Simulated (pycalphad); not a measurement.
Computed with pycalphad from the COST 507 light-alloy database (1999), at 1 atm. The database dates from 1999; later assessments differ in places, in temperatures and in the compounds included. Phase fractions are per mole of atoms.

Question: Give the equilibrium state of Si-9.905C (wt.%) at 3000 K.

Answer: liquid, fraction 0.768, with 5.3 C wt.%; CSI, fraction 0.232, with 30.0 C wt.%.

Question: Give the equilibrium state of Si-9.905C (wt.%) at 1550 K.

Answer: diamond (Si), fraction 0.591, with <0.01 C wt.%; CSI, fraction 0.409, with 30.0 C wt.%.

Database names, with the compositions (at.%) that they take in these runs: CSI: Si 50 C 50.
